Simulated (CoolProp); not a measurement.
Computed with CoolProp (reference Helmholtz-energy equation of state, Lemmon 2016).

Q: Give the vapour pressure (MPa), enthalpy of vaporisation (kJ/kg), vapour Z of saturated R365MFC at 71.55, 107.85 °C.

A: 
```
T (°C)  p (MPa)  enthalpy of vaporisation (kJ/kg)  vapour Z
------  -------  --------------------------------  --------
71.55     0.278                               172     0.907
107.85    0.706                               149     0.822
```
